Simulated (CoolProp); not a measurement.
R227EA along the isobar 3.26 bar: Z from the reference equation and from simpler models built on Tc = 101.8 °C, pc = 29.25 bar, ω = 0.358; each cubic takes its own stable root.

Computed with CoolProp (reference Helmholtz-energy equation of state, Lemmon 2016).

```
T (°C)    phase  reference  van der Waals  Redlich-Kwong  Soave-Redlich-Kwong  Peng-Robinson
-------  ------  ---------  -------------  -------------  -------------------  -------------
-114.55  liquid          ?        0.03856              ?              0.02530              ?
-80.45   liquid    0.01980        0.03329        0.02245              0.02171        0.01931
-46.45   liquid    0.01788        0.02998        0.02036                    ?              ?
-12.35   liquid    0.01669         0.9163        0.01926                    ?        0.01608
21.75       gas     0.9009         0.9383         0.9204               0.9098         0.9046
55.85       gas     0.9360         0.9529         0.9426               0.9380         0.9332
89.95       gas     0.9558         0.9631         0.9572               0.9563         0.9519
124.05      gas          ?         0.9706         0.9673                    ?         0.9647
```

**Question.** Fill in the missing entries.

**Answer.** 
- -114.55, reference: 0.02279
- -114.55, Redlich-Kwong: 0.02590
- -114.55, Peng-Robinson: 0.02256
- -46.45, Soave-Redlich-Kwong: 0.01947
- -46.45, Peng-Robinson: 0.01727
- -12.35, Soave-Redlich-Kwong: 0.01820
- 124.05, reference: 0.9683
- 124.05, Soave-Redlich-Kwong: 0.9686

At some of these states van der Waals gives the other phase, because its saturation line lies elsewhere.
